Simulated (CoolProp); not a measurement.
Vapour-liquid equilibrium of isobutane (1) + n-butane (2) at 0.219 bar; x and y are mole fractions of (1).

Values from CoolProp's multi-fluid Helmholtz-energy mixture model, Bücker 2006 and Bücker 2006; pair parameters Kunz 2012.

Question: Give the bubble temperature and the first vapour's composition at x = 0.05, 0.35, 0.95. Is there an azeotrope?

Answer: x = 0.05: -35.7 °C, y = 0.082; x = 0.35: -39.2 °C, y = 0.477; x = 0.95: -44.8 °C, y = 0.970. No azeotrope shows between x = 0.05 and 0.95.

The pair parameters rest on a limited set of measurements; away from them the model extrapolates.
